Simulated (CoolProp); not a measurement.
Vapour-liquid equilibrium of dimethyl carbonate (1) + n-octane (2) at 0.673 bar; x and y are mole fractions of (1).

Values from CoolProp's multi-fluid Helmholtz-energy mixture model, Zhou 2011 and Beckmüller 2019; pair parameters Bell 2016.

| x | bubble temperature, mixture model (K) | bubble temperature, Raoult's law (K) | y, mixture model | y, Raoult's law |
|---|---|---|---|---|
| 0.05 | 374.2 | 381.8 | 0.305 | 0.131 |
| 0.125 | 364.3 | 377.8 | 0.531 | 0.293 |
| 0.2 | 358.6 | 374.3 | 0.639 | 0.422 |
| 0.275 | 355.1 | 371.1 | 0.697 | 0.528 |
| 0.35 | 353.1 | 368.2 | 0.732 | 0.616 |
| 0.425 | 351.9 | 365.6 | 0.754 | 0.689 |
| 0.5 | 351.1 | 363.2 | 0.769 | 0.751 |
| 0.575 | 350.6 | 361.0 | 0.782 | 0.804 |
| 0.65 | 350.2 | 358.9 | 0.793 | 0.850 |
| 0.725 | 349.9 | 357.0 | 0.808 | 0.890 |
| 0.8 | 349.7 | 355.2 | 0.829 | 0.925 |
| 0.875 | 349.6 | 353.5 | 0.864 | 0.956 |
| 0.95 | 350.1 | 351.9 | 0.928 | 0.983 |

The largest gap from Raoult's law is -16.0 K in bubble temperature, at x = 0.275. y crosses x between x = 0.8 and 0.875: the model has an azeotrope there.

The pair parameters rest on a limited set of measurements; away from them the model extrapolates.
